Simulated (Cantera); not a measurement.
# Thermodynamics of thermal oxidation and active oxidation of silicon, feed Si + N₂O + H₂ + CO₂

Feed: 1 mol Si, 0.96 mol N₂O, 220 mol H₂, 0.48 mol CO₂, at 1098 K.

Cantera equilibrium calculation (NASA polynomials, part measured and part estimated; ideal gas, pure solids and liquids). Candidate condensed phases: C, C₆H₆, C₇H₈, C₈H₁₈, H₂O, Si, SiC, SiO₂, Si₂N₂O, Si₃N₄; 151 gas species. Mutual solubility and eutectic melting of coexisting phases are not modelled. Rates play no part.

| P (Pa) | log p H₂ | log p N₂ | log p CH₄ | log p CO | log p SiO | log p NH₃ | log p H₂O | n SiO₂(β-quartz) | n Si₂N₂O(s) |
|---|---|---|---|---|---|---|---|---|---|
| 0.100 | -6.00 | -8.44 | -16.70 | -8.66 | -9.28 | -16.72 | -12.45 | 0.588 | 0.148 |
| 2.50 | -4.60 | -7.06 | -12.97 | -7.27 | -9.74 | -13.93 | -10.59 | 0.626 | 0.186 |
| 63 | -3.20 | -5.66 | -9.23 | -5.86 | -10.21 | -11.13 | -8.72 | 0.626 | 0.187 |
| 1600 | -1.80 | -4.24 | -5.52 | -4.50 | -10.68 | -8.31 | -6.84 | 0.653 | 0.173 |
| 40000 | -0.40 | -2.78 | -3.08 | -4.36 | -11.17 | -5.48 | -4.96 | 0.927 | 0.0367 |
| 1000000 | 1.00 | -1.39 | -1.66 | -5.28 | <-11 | -2.69 | -3.10 | 0.935 | 0.0326 |
log p: log10 of the partial pressure in bar; n: condensed amount in mol.

From 0.000750 Torr to 7500 Torr the condensed part is SiO₂(β-quartz) + Si₂N₂O(s).
